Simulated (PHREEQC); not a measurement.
A solution holds 0.018 mol/kgw CuSO4, 0.026 mol/kgw HCl and 0.014 mol/kgw Na2SO4, at 25 °C. Closed to the air; pH follows from the charge balance.

Model: ion-association model, phreeqc.dat, run in PHREEQC.

Each row changes one thing in this solution. Precipitation was switched off in this run.

```json
[
 {"case": "as made", "pH": "1.87", "ionic strength (mol/kgw)": "0.0951", "SO4-2 (mol/kgw)": "0.0156", "Cu+2 (mol/kgw)": "0.0119", "HSO4- (mol/kgw)": "0.00983", "CuSO4 (mol/kgw)": "0.00573"},
 {"case": "CuSO4 from 0.018 to 0.0162 mol/kgw", "pH": "1.87", "ionic strength (mol/kgw)": "0.0913", "SO4-2 (mol/kgw)": "0.0148", "Cu+2 (mol/kgw)": "0.0108", "HSO4- (mol/kgw)": "0.00957", "CuSO4 (mol/kgw)": "0.00506"},
 {"case": "diluted 2-fold with water", "pH": "2.11", "ionic strength (mol/kgw)": "0.0511", "SO4-2 (mol/kgw)": "0.00923", "Cu+2 (mol/kgw)": "0.00631", "HSO4- (mol/kgw)": "0.00390", "CuSO4 (mol/kgw)": "[?]"},
 {"case": "HCl from 0.026 to 0.013 mol/kgw", "pH": "2.21", "ionic strength (mol/kgw)": "[?]", "SO4-2 (mol/kgw)": "0.0187", "Cu+2 (mol/kgw)": "0.0111", "HSO4- (mol/kgw)": "0.00556", "CuSO4 (mol/kgw)": "0.00676"},
 {"case": "temperature from 25 to 70 °C", "pH": "2.04", "ionic strength (mol/kgw)": "0.0857", "SO4-2 (mol/kgw)": "0.0116", "Cu+2 (mol/kgw)": "0.0113", "HSO4- (mol/kgw)": "0.0149", "CuSO4 (mol/kgw)": "0.00481"},
 {"case": "Na2SO4 left out", "pH": "1.78", "ionic strength (mol/kgw)": "0.0686", "SO4-2 (mol/kgw)": "0.00766", "Cu+2 (mol/kgw)": "0.0137", "HSO4- (mol/kgw)": "0.00642", "CuSO4 (mol/kgw)": "0.00392"},
 {"case": "0.0017 mol/kgw CO2 added", "pH": "1.87", "ionic strength (mol/kgw)": "0.0951", "SO4-2 (mol/kgw)": "0.0156", "Cu+2 (mol/kgw)": "0.0119", "HSO4- (mol/kgw)": "0.00983", "CuSO4 (mol/kgw)": "0.00573"}
]
```

### Question
Complete the blanks.

### Answer

- diluted 2-fold with water, CuSO4 (mol/kgw): 0.00259
- HCl from 0.026 to 0.013 mol/kgw, ionic strength (mol/kgw): 0.0866

Complexes and solids missing from the database can't appear. At this temperature some constants are extrapolated from 25 °C, and those without enthalpy data are left unchanged.
